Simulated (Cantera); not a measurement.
An adiabatic, constant-volume homogeneous reactor starts with CH4 : O2 : N2 = 1 : 1.67 : 6 (molar parts), equivalence ratio 1.2, at 1448 K and 4800 Torr. Integrator tolerance rtol = 1e-08.

Detailed kinetics in Cantera: GRI-Mech 3.0 (53 species, 325 reactions). Above 3000 K some thermodynamic fits are extrapolated.

Task: What does this change do: constant pressure in place of constant volume?

Result: 
| quantity | before | after |
|---|---|---|
| time of steepest temperature rise | 0.449 ms | 0.484 ms |
| temperature at 6.00 s | 3106 K | 2880 K |
| equilibrium temperature | 3106 K | 2880 K |
| x(CH4) at 6.00 s | 1.45e-12 (gas-phase equilibrium 1.77e-12) | <1e-12 (gas-phase equilibrium <1e-12) |
| x(O2) at 6.00 s | 0.00652 (gas-phase equilibrium 0.00652) | 0.00453 (gas-phase equilibrium 0.00453) |
| x(C2H2) at 6.00 s | <1e-12 (gas-phase equilibrium <1e-12) | <1e-12 (gas-phase equilibrium <1e-12) |
| x(H2) at 6.00 s | 0.0344 (gas-phase equilibrium 0.0344) | 0.0308 (gas-phase equilibrium 0.0308) |
| x(NO) at 6.00 s | 0.00863 (gas-phase equilibrium 0.00863) | 0.00550 (gas-phase equilibrium 0.00550) |
| x(H2O2) at 6.00 s | 1.04e-6 (gas-phase equilibrium 1.04e-6) | 4.32e-7 (gas-phase equilibrium 4.32e-7) |
| x(C2H4) at 6.00 s | <1e-12 (gas-phase equilibrium <1e-12) | <1e-12 (gas-phase equilibrium <1e-12) |

Task: What does this change do: 0.018 parts H2 added?

Result: 
```
quantity                                                              before                                      after
---------------------------------  -----------------------------------------  -----------------------------------------
time of steepest temperature rise                                   0.449 ms                                   0.405 ms
temperature at 6.00 s                                                 3106 K                                     3107 K
equilibrium temperature                                               3106 K                                     3107 K
x(CH4) at 6.00 s                   1.45e-12 (gas-phase equilibrium 1.77e-12)  1.56e-12 (gas-phase equilibrium 1.89e-12)
x(O2) at 6.00 s                      0.00652 (gas-phase equilibrium 0.00652)    0.00632 (gas-phase equilibrium 0.00632)
x(C2H2) at 6.00 s                      <1e-12 (gas-phase equilibrium <1e-12)      <1e-12 (gas-phase equilibrium <1e-12)
x(H2) at 6.00 s                        0.0344 (gas-phase equilibrium 0.0344)      0.0352 (gas-phase equilibrium 0.0352)
x(NO) at 6.00 s                      0.00863 (gas-phase equilibrium 0.00863)    0.00850 (gas-phase equilibrium 0.00850)
x(H2O2) at 6.00 s                    1.04e-6 (gas-phase equilibrium 1.04e-6)    1.03e-6 (gas-phase equilibrium 1.03e-6)
x(C2H4) at 6.00 s                      <1e-12 (gas-phase equilibrium <1e-12)      <1e-12 (gas-phase equilibrium <1e-12)
```
